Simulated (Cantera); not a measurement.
What does this Cantera script print?

```python
import numpy as np
import cantera as ct

gas = ct.Solution("gri30.yaml")


def delay(T, t_max=10):
    gas.TPX = T, 710000, {'CH4': 1, 'C2H6': 0.079, 'C3H8': 0.45, 'O2': 2.66, 'N2': 10}
    reactor = ct.IdealGasConstPressureReactor(gas, clone=False)
    net = ct.ReactorNet([reactor])
    net.rtol, net.atol = 1e-8, 1e-16
    while net.time < t_max:
        t_old, T_old = net.time, reactor.T
        net.step()
        if reactor.T > T + 400:  # ignition: a rise of 400 K
            return t_old + (T + 400 - T_old) / (reactor.T - T_old) * (net.time - t_old)
    return np.nan


taus = []
for T in [1000, 1050, 1100, 1150, 1200, 1250, 1300, 1350, 1400, 1450]:
    taus.append(delay(T))
    print(f"T0 = {T:6g} K   tau = {taus[-1]:.4e} s")
```

It prints:

```
T0 =   1000 K   tau = 3.6730e-02 s
T0 =   1050 K   tau = 1.8097e-02 s
T0 =   1100 K   tau = 8.7911e-03 s
T0 =   1150 K   tau = 4.1312e-03 s
T0 =   1200 K   tau = 1.8993e-03 s
T0 =   1250 K   tau = 8.7537e-04 s
T0 =   1300 K   tau = 4.1439e-04 s
T0 =   1350 K   tau = 2.0517e-04 s
T0 =   1400 K   tau = 1.0737e-04 s
T0 =   1450 K   tau = 5.9648e-05 s
```

Model: GRI-Mech 3.0 (53 species, 325 reactions), integrated in Cantera. GRI-Mech 3.0 was tuned for natural gas; its chemistry of propane as a main component is partial and can be far from experiment.
